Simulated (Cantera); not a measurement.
Predominance diagram of Ta at 1225 K against the partial pressures of O₂ and CO (log10, bar). Source: NASA polynomial tables (part measured, part estimated), evaluated in Cantera. Candidates: Ta(s), TaC(s), Ta₂O₅(s). Only these pure phases compete in this equilibrium. TaC: taken at fixed stoichiometry. Not in the tables: Ta₂C.

```
log p(CO) \ log p(O₂)
        columns: -31, -29, -27, -25, -23, -21, -19, -17, -15, -13, -11, -9, -7, -5, -3, -1, 1
      1  A A A A A A A A A A A A A A A A A
   -0.1  A A A A A A A B B B A A A A A A A
   -1.2  A A A A A B B B B B B A A A A A A
   -2.3  A A A A C B B B B B B B A A A A A
   -3.4  A A A C C B B B B B B B B A A A A
   -4.5  A A C C C B B B B B B B B B A A A
   -5.6  A C C C B B B B B B B B B B B A A
   -6.7  C C C C B B B B B B B B B B B B A
   -7.8  C C C C B B B B B B B B B B B B B
   -8.9  C C C B B B B B B B B B B B B B B
    -10  C C C B B B B B B B B B B B B B B
```

A: out of reach (another gas would pass 10 bar, or a non-metal would condense); B: Ta₂O₅(s); C: TaC(s).
